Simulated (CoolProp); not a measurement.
A single-stage vapour-compression cycle with hydrogen chloride: evaporating at 202.15 K (dew point), condensing at 264.15 K (bubble point), superheat 0 K, subcooling 5 K, compressor efficiency 0.85, no pressure losses. Each further row changes one setting.

Computed with CoolProp (reference Helmholtz-energy equation of state, Thol 2018).

| case | cooling COP | pressure ratio | discharge temperature (K) | refrigerating effect (kJ/kg) | volumetric capacity (kJ/m³) |
|---|---|---|---|---|---|
| as stated | 2.01 | 9.63 | 413.1 | 328 | 1580 |
| evaporating temperature 207.15 K | 2.31 | 7.61 | 392.6 | 330 | 1980 |
| condensing temperature 259.15 K | 2.25 | [?] | [?] | 337 | 1620 |
| subcooling 10 K | 2.06 | 9.63 | 413.1 | 337 | 1620 |
| superheat 10 K | [?] | 9.63 | 434.9 | 337 | 1530 |
| compressor efficiency 0.75 | 1.77 | 9.63 | 438.5 | 328 | 1580 |

Question: Fill in the missing entries.

Answer: 
- condensing temperature 259.15 K, pressure ratio: 8.36
- condensing temperature 259.15 K, discharge temperature (K): 395.3
- superheat 10 K, cooling COP: 1.95
